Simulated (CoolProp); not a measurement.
Vapour-liquid equilibrium of CH2F2 (R32) (1) + R134a (2) at 0.0946 MPa; x and y are mole fractions of (1).

The numbers come from the multi-fluid Helmholtz-energy mixture model, Tillner-Roth 1997 and Tillner-Roth 1994; pair parameters Lemmon 2004 in CoolProp.

Q: Give the bubble temperature and the first vapour's composition at x = 0.45, 0.75, 0.85. Is there an azeotrope?

A: x = 0.45: 230.2 K, y = 0.734; x = 0.75: 224.1 K, y = 0.910; x = 0.85: 222.4 K, y = 0.951. No azeotrope shows between x = 0.05 and 0.95.

Pair parameters are fitted to limited data, so mixtures are less certain than the pure fluids.
